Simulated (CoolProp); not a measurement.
Computed with CoolProp (reference Helmholtz-energy equation of state, Lemmon 2006). It is a short technical equation, of lower accuracy than the large ones.

Task: For isopentane, give the phase and the density (kg/m³) at 122.85 °C and 10200 kPa; 161.85 °C and 10200 kPa; 187.85 °C and 10200 kPa.

Result: 
- 122.85 °C and 10200 kPa: liquid; density 530
- 161.85 °C and 10200 kPa: liquid; density 482
- 187.85 °C and 10200 kPa: supercritical; density 446
